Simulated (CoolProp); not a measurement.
Vapour-liquid equilibrium of ethane (1) + propylene (2) at 223.5 K; x and y are mole fractions of (1).

Model: multi-fluid Helmholtz-energy mixture model, Bücker 2006 and Lemmon 2013; pair parameters Bell 2016, in CoolProp.

Question: Give the bubble pressure and the first vapour's composition at x = 0.15, 0.25, 0.75. Is there an azeotrope?

Answer: x = 0.15: 1.653 bar, y = 0.511; x = 0.25: 2.118 bar, y = 0.655; x = 0.75: 4.386 bar, y = 0.936. No azeotrope shows between x = 0.05 and 0.95.

The pair parameters rest on a limited set of measurements; away from them the model extrapolates. The gap from Raoult's law changes sign with composition, which may be real or a fault of the pair parameters; it wasn't checked against measurements.
